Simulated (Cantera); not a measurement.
An isothermal, constant-pressure homogeneous reactor starts with C2H6 : N2 = 1 : 18 (molar parts), at 1825 K and 0.00890 bar.

Cantera simulation using GRI-Mech 3.0 (53 species, 325 reactions); the numbers are that mechanism's predictions, not measurements. GRI-Mech 3.0 stops at C3 and has no aromatics, soot or wall deposition, so with more carbon than oxygen in the feed, carbon stays in small species such as C2H2 where larger ones or solid carbon would form. Radical loss at walls, strong at low pressure, is not modelled.

Predict: x(CH4) at 20.0 s; x(C2H2) at 20.0 s; x(C2H4) at 20.0 s; x(H2) at 20.0 s; x(HCN) at 20.0 s.


| Quantity | Value |
|---|---|
| x(CH4) at 20.0 s | 1.06e-6 (gas-phase equilibrium 1.47e-6) |
| x(C2H2) at 20.0 s | 0.0475 (gas-phase equilibrium 0.0140) |
| x(C2H4) at 20.0 s | 7.82e-7 (gas-phase equilibrium 2.31e-7) |
| x(H2) at 20.0 s | 0.0944 (gas-phase equilibrium 0.0945) |
| x(HCN) at 20.0 s | 0.000136 (gas-phase equilibrium 0.0671) |
